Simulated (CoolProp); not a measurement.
Propane along the isobar 22.9 bar: Z from the reference equation and from simpler models built on Tc = 96.7 °C, pc = 42.51 bar, ω = 0.152; each cubic takes its own stable root.

Values from CoolProp's reference Helmholtz-energy equation of state, Lemmon 2009.

| T (°C) | phase | reference | van der Waals | Redlich-Kwong | Soave-Redlich-Kwong |
|---|---|---|---|---|---|
| -171.95 | liquid | 0.1672 | 0.2695 | 0.1813 | 0.1821 |
| -144.95 | liquid | 0.1372 | 0.2190 | 0.1472 | 0.1474 |
| -117.95 | liquid | (withheld) | 0.1868 | 0.1258 | 0.1255 |
| -90.95 | liquid | 0.1048 | 0.1649 | 0.1115 | (withheld) |
| -63.95 | liquid | 0.09557 | 0.1496 | 0.1017 | 0.1007 |
| -36.95 | liquid | 0.08904 | 0.1389 | 0.09529 | 0.09386 |
| -9.95 | liquid | 0.08466 | 0.1320 | 0.09160 | 0.08981 |
| 17.05 | liquid | 0.08231 | 0.1289 | (withheld) | 0.08857 |
| 44.05 | liquid | 0.08254 | 0.1316 | 0.09415 | 0.09140 |
| 71.05 | gas | 0.6990 | 0.7599 | (withheld) | 0.7072 |
| 98.05 | gas | 0.7881 | 0.8122 | 0.7896 | 0.7899 |
| 125.05 | gas | 0.8406 | 0.8485 | 0.8371 | 0.8417 |
| 152.05 | gas | 0.8761 | 0.8752 | 0.8705 | 0.8778 |

Question: Fill in the missing entries.

Answer: 
- -117.95, reference: 0.1180
- -90.95, Soave-Redlich-Kwong: 0.1108
- 17.05, Redlich-Kwong: 0.09077
- 71.05, Redlich-Kwong: 0.7152
